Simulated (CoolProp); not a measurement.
Model: reference Helmholtz-energy equation of state, Zhou 2011, in CoolProp.

Task: Give the vapour pressure (bar), liquid density (kg/m³), vapour density (kg/m³), enthalpy of vaporisation (kJ/kg) of saturated dimethyl carbonate at 82.55, 164.35, 180.75 °C.

Result: 
```json
[
 {"T (°C)": "82.55", "p (bar)": "0.792", "liquid density (kg/m³)": "985", "vapour density (kg/m³)": "2.47", "enthalpy of vaporisation (kJ/kg)": "381"},
 {"T (°C)": "164.35", "p (bar)": "6.81", "liquid density (kg/m³)": "859", "vapour density (kg/m³)": "19.1", "enthalpy of vaporisation (kJ/kg)": "317"},
 {"T (°C)": "180.75", "p (bar)": "9.45", "liquid density (kg/m³)": "830", "vapour density (kg/m³)": "26.4", "enthalpy of vaporisation (kJ/kg)": "301"}
]
```
